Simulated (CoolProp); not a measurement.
Normal hydrogen along the isotherm -238.05 °C: Z from the reference equation and from simpler models built on Tc = -240.0 °C, pc = 1.296 MPa, ω = -0.219; each cubic takes its own stable root.

The numbers come from the reference Helmholtz-energy equation of state, Leachman 2009 in CoolProp.

```tsv
p (MPa)	phase	reference
1.44	supercritical	0.5420
2.88	supercritical	0.3806
4.32	supercritical	0.5142
5.76	supercritical	0.6462
7.2	supercritical	0.7744
8.64	supercritical	0.8992
10.1	supercritical	1.023
11.5	supercritical	1.138
13	supercritical	1.260
```

Problem. How far does each simpler model (van der Waals, Redlich-Kwong, Soave-Redlich-Kwong, Peng-Robinson) lie from the reference over these 9 states: mean and median of the absolute difference, and the worst?

Solution. 
- van der Waals: mean 22.3 %, median 24.6 %, worst +25.6 % at -238.05 °C and 13 MPa
- Redlich-Kwong: mean 2.7 %, median 2.6 %, worst +7.2 % at -238.05 °C and 2.88 MPa
- Soave-Redlich-Kwong: mean 2.5 %, median 2.6 %, worst +3.8 % at -238.05 °C and 2.88 MPa
- Peng-Robinson: mean 10.9 %, median 11.8 %, worst -13.3 % at -238.05 °C and 13 MPa
